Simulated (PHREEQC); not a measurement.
Reverse-osmosis reject: an equilibrium model

Synthetic water in mmol/kgw, 55 °C, pH 7.23: Na 67.8; K 1.1; Ca 1.76; Mg 5.47; Cl 78; S(6) 4.19; Alkalinity (meq/kgw) 0.0636.

Cl is adjusted to close the charge balance.
Valence states are taken as typed.

Computed with PHREEQC (Pitzer model, pitzer.dat).

No solid was allowed to form.

Problem. What specific conductance does the model give?

Solution. specific conductance 15200 µS/cm.

Problem. In which forms is C present?

Solution. HCO3- 91 %, CO2 8.3 % of the C.

Constants without temperature data keep their 25 °C values here.
